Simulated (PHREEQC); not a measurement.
Alkaline etch or developer

Solution (20 °C): 0.011 mol/kgw CsOH and 0.22 mol/kgw Na2CO3. Closed to the air; pH follows from the charge balance.

The numbers come from PHREEQC with the ion-association model, wateq4f.dat.

Each row changes one thing in this solution. No solid was allowed to form.

```
case                                               pH  ionic strength (mol/kgw)  Na+ (mol/kgw)  NaCO3- (mol/kgw)  CO3-2 (mol/kgw)  HCO3- (mol/kgw)  SI of Natron (Na2CO3:10H2O)  SI of Nahcolite (NaHCO3)
----------------------------------------------  -----  ------------------------  -------------  ----------------  ---------------  ---------------  ---------------------------  ------------------------
as made                                         12.05                     0.436          0.323             0.117            0.102         0.000739                        -1.42                     -3.33
CsOH left out                                   11.47                     0.424          0.323             0.116            0.101          0.00282                        -1.41                     -2.74
temperature from 20 to 50 °C                    11.20                     0.320          0.265             0.175           0.0438          0.00148                        -3.03                     -3.37
CsOH replaced by CsBr at the same molality      11.47                     0.436          0.324             0.116            0.101          0.00282                        -1.42                     -2.75
Na2CO3 replaced by NaHCO3 at the same molality   8.50                     0.220          0.203           0.00565          0.00640            0.195                        -2.88                     -1.07
CsOH replaced by Cs2SO4 at the same molality    11.47                     0.454          0.322             0.115            0.102          0.00283                        -1.43                     -2.75
CsOH from 0.011 to 0.0011 mol/kgw               11.55                     0.425          0.323             0.117            0.101          0.00236                        -1.41                     -2.82
CsOH from 0.011 to 0.0055 mol/kgw               11.82                     0.430          0.323             0.117            0.102          0.00127                        -1.41                     -3.09
CsOH from 0.011 to 0.0165 mol/kgw               12.21                     0.442          0.323             0.117            0.102         0.000512                        -1.42                     -3.49
```

Complexes and solids missing from the database can't appear. Away from 25 °C the constants follow the database's enthalpies or fits; those with neither stay at their 25 °C values.
